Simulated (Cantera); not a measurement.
Charge: 1 mol SiH2Cl2, a varied amount of N2, at 1823 K and 36.0 Torr.

These are equilibrium values from Cantera (NASA tables, ideal gas, pure condensed phases), not measurements of a reactor. Candidate condensed phases: NH4Cl, Si, Si3N4; 28 gas species. Gases not in the tables: Si2H6 and higher silanes. Kinetics and transport are ignored.

Q: Which condensed phases are stable at each of these points (n(N2) (mol)): 0.34, 0.55, 0.89, 1.4, 2.3, 3.8, 6.1, 10, 16?

A: 
```csv
n(N2) (mol),condensed phases,Si condensed (%)
0.34,Si(l),23.3
0.55,Si(l),23.2
0.89,Si3N4(s),23.3
1.4,Si3N4(s),25.3
2.3,Si3N4(s),27.2
3.8,Si3N4(s),28.5
6.1,Si3N4(s),29.4
10,Si3N4(s),30.1
16,Si3N4(s),30.4
```

From 0.34 mol N2 to 0.55 mol N2 the condensed part is Si(l). From 0.89 mol N2 to 16 mol N2 the condensed part is Si3N4(s).
